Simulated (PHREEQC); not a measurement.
Consider water at 25 °C with 32 mmol/kgw H2SeO4, 140 mmol/kgw H2SO4 and 0.035 mmol/kgw FeCl3. Closed to the air; pH follows from the charge balance.

All values are PHREEQC results (ion-association model, wateq4f.dat), not measurements.

```tsv
quantity	before	after
pH	0.80	0.99
ionic strength (mol/kgw)	0.229	0.150
HSO4- (mol/kgw)	0.120	0.0567
HSeO4- (mol/kgw)	0.0239	0.0215
SO4-2 (mol/kgw)	0.0201	0.0132
SeO4-2 (mol/kgw)	0.00809	0.0105
SI of Goethite (FeOOH)	-3.34	-2.54
SI of Hematite (Fe2O3)	-4.67	-3.06
```

Question: Which change was made?
(A) H2SO4 from 0.14 to 0.28 mol/kgw
(B) H2SO4 from 0.14 to 0.07 mol/kgw
(C) H2SO4 from 0.14 to 0.028 mol/kgw
(D) FeCl3 from 3.5e-05 to 3.85e-05 mol/kgw
(E) H2SeO4 from 0.032 to 0.064 mol/kgw

Answer: B, H2SO4 from 0.14 to 0.07 mol/kgw

No solid was allowed to form.
